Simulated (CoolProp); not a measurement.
Carbonyl sulfide at 293.15 K and 0.666 MPa is compressed adiabatically to 2.15 MPa with isentropic efficiency 0.9. Each further row changes one setting.

Computed with CoolProp (reference Helmholtz-energy equation of state, Lemmon 2006). It is a short technical equation, of lower accuracy than the large ones.

```tsv
case	work (kJ/kg)	final temperature (K)	final density (kg/m³)
as stated	53.6	381.1	46.4
efficiency 1	48.3	375.0	47.5
efficiency 0.65	74.3	404.8	42.6
```
